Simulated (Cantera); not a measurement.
Gas mixture: 9.95 % CH3OH, 80.9 % C2H6, 9.18 % H2, at 0.0267 bar, frozen composition.

Cantera's kinetic-theory transport with the Lennard-Jones parameters of GRI-Mech 3.0, ideal gas; thermal conductivity in the multicomponent form. Polar gases are described roughly by these parameters. The composition is frozen, though it would react at the higher temperatures.

D: mixture-averaged diffusion coefficient of that species in the mixture.

```json
[
 {"T (K)": "400", "ρ (kg/m³)": "0.0222", "cp (J/kg/K)": "2184", "μ (µPa s)": "12.5", "λ (mW/m/K)": "41.5", "Pr": "0.660", "D (cm²/s) NH3": "10.6", "D (cm²/s) C2H2": "8.21", "D (cm²/s) H2O": "10.9"},
 {"T (K)": "650", "ρ (kg/m³)": "0.0137", "cp (J/kg/K)": "3116", "μ (µPa s)": "19.0", "λ (mW/m/K)": "85.1", "Pr": "0.697", "D (cm²/s) NH3": "26.8", "D (cm²/s) C2H2": "19.9", "D (cm²/s) H2O": "27.9"},
 {"T (K)": "900", "ρ (kg/m³)": "0.00987", "cp (J/kg/K)": "3773", "μ (µPa s)": "24.5", "λ (mW/m/K)": "130", "Pr": "0.709", "D (cm²/s) NH3": "48.6", "D (cm²/s) C2H2": "35.3", "D (cm²/s) H2O": "50.9"},
 {"T (K)": "1150", "ρ (kg/m³)": "0.00772", "cp (J/kg/K)": "4278", "μ (µPa s)": "29.3", "λ (mW/m/K)": "176", "Pr": "0.714", "D (cm²/s) NH3": "75.2", "D (cm²/s) C2H2": "53.9", "D (cm²/s) H2O": "79.1"},
 {"T (K)": "1400", "ρ (kg/m³)": "0.00634", "cp (J/kg/K)": "4634", "μ (µPa s)": "(withheld)", "λ (mW/m/K)": "(withheld)", "Pr": "0.716", "D (cm²/s) NH3": "(withheld)", "D (cm²/s) C2H2": "(withheld)", "D (cm²/s) H2O": "(withheld)"},
 {"T (K)": "1650", "ρ (kg/m³)": "0.00538", "cp (J/kg/K)": "4893", "μ (µPa s)": "(withheld)", "λ (mW/m/K)": "(withheld)", "Pr": "0.716", "D (cm²/s) NH3": "(withheld)", "D (cm²/s) C2H2": "(withheld)", "D (cm²/s) H2O": "(withheld)"},
 {"T (K)": "1900", "ρ (kg/m³)": "0.00467", "cp (J/kg/K)": "5080", "μ (µPa s)": "41.4", "λ (mW/m/K)": "294", "Pr": "0.715", "D (cm²/s) NH3": "179", "D (cm²/s) C2H2": "126", "D (cm²/s) H2O": "189"},
 {"T (K)": "2150", "ρ (kg/m³)": "0.00413", "cp (J/kg/K)": "5216", "μ (µPa s)": "44.9", "λ (mW/m/K)": "328", "Pr": "0.714", "D (cm²/s) NH3": "221", "D (cm²/s) C2H2": "155", "D (cm²/s) H2O": "233"},
 {"T (K)": "2400", "ρ (kg/m³)": "0.00370", "cp (J/kg/K)": "5318", "μ (µPa s)": "48.3", "λ (mW/m/K)": "360", "Pr": "0.713", "D (cm²/s) NH3": "266", "D (cm²/s) C2H2": "186", "D (cm²/s) H2O": "281"}
]
```

### Question
What belongs in the gaps?

### Answer

- 1400, μ (µPa s): 33.6
- 1400, λ (mW/m/K): 218
- 1400, D (cm²/s) NH3: 106
- 1400, D (cm²/s) C2H2: 75.3
- 1400, D (cm²/s) H2O: 112
- 1650, μ (µPa s): 37.6
- 1650, λ (mW/m/K): 257
- 1650, D (cm²/s) NH3: 141
- 1650, D (cm²/s) C2H2: 99.4
- 1650, D (cm²/s) H2O: 149
